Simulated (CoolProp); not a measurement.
Vapour-liquid equilibrium of CH2F2 (R32) (1) + R227EA (2) at 977 kPa; x and y are mole fractions of (1).

Values from CoolProp's multi-fluid Helmholtz-energy mixture model, Tillner-Roth 1997 and Lemmon 2016; pair parameters Bell 2016.

```csv
x,bubble temperature (K),y at the bubble point,dew temperature at overall composition x (K),liquid density (mol/L)
0.05,321.5,0.121,324.0,7.742
0.2,309.9,0.418,318.6,8.856
0.35,300.5,0.619,312.8,10.12
0.5,293.3,0.749,306.3,11.58
0.65,288.0,0.839,298.8,13.36
0.8,283.7,0.911,290.3,15.62
0.95,280.1,0.977,281.5,18.64
```

No azeotrope shows between x = 0.05 and 0.95.

Pair parameters are fitted to limited data, so mixtures are less certain than the pure fluids. The gap from Raoult's law changes sign with composition, which may be real or a fault of the pair parameters; it wasn't checked against measurements.
